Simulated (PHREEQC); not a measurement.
Make-up at 35 °C: 0.27 mol/kgw Cu(NO3)2 and 0.22 mol/kgw KCl. Closed to the air; pH follows from the charge balance.

Equilibrium calculation in PHREEQC: ion-association model, phreeqc.dat.

```
Property                   Value
-----------------  -------------
pH                          4.00
ionic strength     0.952 mol/kgw
activity of water          0.979
density              1.043 g/cm³
```

```json
[
 {"species": "NO3-", "molality": "0.540", "activity": "0.298", "log γ": "-0.258"},
 {"species": "Cu+2", "molality": "0.232", "activity": "0.0472", "log γ": "-0.691"},
 {"species": "K+", "molality": "0.220", "activity": "0.131", "log γ": "-0.224"},
 {"species": "Cl-", "molality": "0.180", "activity": "0.109", "log γ": "-0.217"},
 {"species": "CuCl+", "molality": "0.0372", "activity": "0.0223", "log γ": "-0.221"},
 {"species": "CuCl2", "molality": "0.00117", "activity": "0.00146", "log γ": "0.095"},
 {"species": "H+", "molality": "0.000137", "activity": "0.000101", "log γ": "-0.130"},
 {"species": "Cu2(OH)2+2", "molality": "6.44e-5", "activity": "2.38e-5", "log γ": "-0.432"},
 {"species": "CuOH+", "molality": "7.60e-6", "activity": "4.56e-6", "log γ": "-0.221"},
 {"species": "CuCl3-", "molality": "1.12e-6", "activity": "6.71e-7", "log γ": "-0.221"}
]
```

Precipitation was switched off in this run. The ionic strength is past about 0.7 mol/kgw, beyond the range of this activity model, so the values are rough.
